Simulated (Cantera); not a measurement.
## CH₃OH + O₂ + N₂ + NH₃ (carbon deposition, reforming and gasification)

Charge: 1 mol CH₃OH, 0.046 mol O₂, 6.3 mol N₂, 1.5 mol NH₃, held at 15.0 Pa.

Equilibrium computed with Cantera from the NASA thermochemical tables; the gas is ideal and each condensed phase is pure. Candidate condensed phases: C, C₆H₆, C₇H₈, C₈H₁₈, H₂O; 136 gas species. Kinetics and transport are ignored.

From 1425 K to 2625 K nothing is condensed. The main C-bearing gas is CO throughout.

```
T (K)  log p N₂  log p H  log p H₂  log p CO  log p H₂O  log p O
-----  --------  -------  --------  --------  ---------  -------
1425      -4.07    -7.31     -4.29     -4.92      -5.99   -13.74
1575      -4.07    -6.53     -4.30     -4.92      -5.98   -11.97
1725      -4.07    -5.88     -4.30     -4.92      -5.98   -10.50
1875      -4.07    -5.34     -4.32     -4.92      -5.99    -9.26
2025      -4.08    -4.90     -4.37     -4.93      -6.01    -8.19
2175      -4.11    -4.56     -4.49     -4.96      -6.09    -7.25
2325      -4.14    -4.32     -4.72     -4.99      -6.39    -6.53
2475      -4.17    -4.19     -5.09     -5.02      -7.11    -6.20
2625      -4.19    -4.14     -5.54     -5.04      -8.09    -6.11
```
log p: log10 of the partial pressure in bar; nothing condenses.
